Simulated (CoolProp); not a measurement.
A simple Rankine cycle with chloromethane (R40): condensing at 301.15 K, boiler at 6.11 MPa, turbine inlet 415.5 K, turbine efficiency 0.65, pump efficiency 0.7, no recuperator. Each further row changes one setting.

The numbers come from the reference Helmholtz-energy equation of state, Thol 2014 in CoolProp.

```tsv
case	thermal efficiency (%)	net work (kJ/kg)	heat in (kJ/kg)	turbine exit temperature (K)	volume ratio over the turbine
as stated	12.2	44.5	363	301.1	10.4
turbine inlet 435.5 K	13.0	53.9	413	301.1	8.94
condensing temperature 293.15 K	13.2	49.7	376	293.1	13.0
boiler pressure 4.28 MPa	11.8	49.8	420	301.5	6.08
turbine efficiency 0.55	10.0	36.3	363	301.1	10.7
```

The expansion ends wet for: as stated; turbine inlet 435.5 K; condensing temperature 293.15 K; turbine efficiency 0.55.
